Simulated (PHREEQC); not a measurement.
1 kg of water holding 0.15 mol KCl, 0.31 mol KHCO3, 0.032 mol K2SO4 and 0.047 mol K2CO3 is evaporated at 25 °C; the solids stay in contact with the brine. CO2 from the air is kept out. Solids allowed: Arcanite, Kalicinite, Misenite, Sylvite. Others were left out.

Equilibrium calculation in PHREEQC: Pitzer model, pitzer.dat.

Predict ionic strength at water left (kg) = 0.6755, 0.2082, 0.09502, 0.01336, 0.009022.


```csv
water left (kg),ionic strength
0.6755,1.03
0.2082,3.35
0.09502,5.84
0.01336,13.5
0.009022,17.5
```
